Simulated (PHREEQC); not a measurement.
Solution (20 °C): 4.3 mol LiCl and 0.041 mol SrCl2 per kg of water. Closed to the air; pH follows from the charge balance.

Computed with PHREEQC (Pitzer model, pitzer.dat).

- ionic strength = 4.42 mol/kgw
- activity of water = 0.788
- density = 1.093 g/cm³
- osmotic coefficient = 1.517

| species | molality | activity | log γ |
|---|---|---|---|
| Cl- | 4.38 | 2.52 | -0.239 |
| Li+ | 4.30 | 21.9 | 0.706 |
| Sr+2 | 0.0410 | 0.107 | 0.418 |
| OH- | 9.94e-8 | 8.93e-9 | -1.046 |
| H+ | 9.94e-8 | 6.04e-7 | 0.784 |

This is a speciation only: nothing precipitates in the calculation. Species that the database lacks are ignored.
